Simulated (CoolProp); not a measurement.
Properties of normal hydrogen along the isotherm 46.3 K.

The numbers come from the reference Helmholtz-energy equation of state, Leachman 2009 in CoolProp.

| p (MPa) | phase | density (kg/m³) | cv (kJ/(kg K)) | expansivity (1/kK) |
|---|---|---|---|---|
| 0.0432 | gas | 0.2272 | 6.205 | 21.87 |
| 0.0864 | gas | 0.4564 | [?] | 22.15 |
| 0.13 | gas | 0.6897 | 6.222 | 22.44 |
| 0.173 | gas | 0.9219 | 6.231 | 22.73 |
| 0.216 | gas | 1.156 | 6.240 | 23.03 |
| 0.259 | gas | [?] | 6.248 | [?] |
| 0.302 | gas | 1.631 | 6.257 | 23.64 |
| 0.346 | gas | 1.878 | [?] | 23.96 |
| 0.389 | gas | 2.121 | 6.274 | 24.29 |
| 0.432 | gas | 2.366 | 6.283 | 24.62 |
| 0.475 | gas | 2.614 | 6.292 | 24.95 |
| 0.519 | gas | 2.870 | 6.300 | 25.30 |
| 0.562 | gas | 3.122 | [?] | 25.65 |
| 0.605 | gas | [?] | 6.317 | 26.01 |
| 0.648 | gas | 3.635 | [?] | 26.38 |

**Question.** Fill in the missing entries.

**Answer.** 
- 0.0864, cv (kJ/(kg K)): 6.213
- 0.259, density (kg/m³): 1.393
- 0.259, expansivity (1/kK): 23.33
- 0.346, cv (kJ/(kg K)): 6.266
- 0.562, cv (kJ/(kg K)): 6.309
- 0.605, density (kg/m³): 3.377
- 0.648, cv (kJ/(kg K)): 6.326
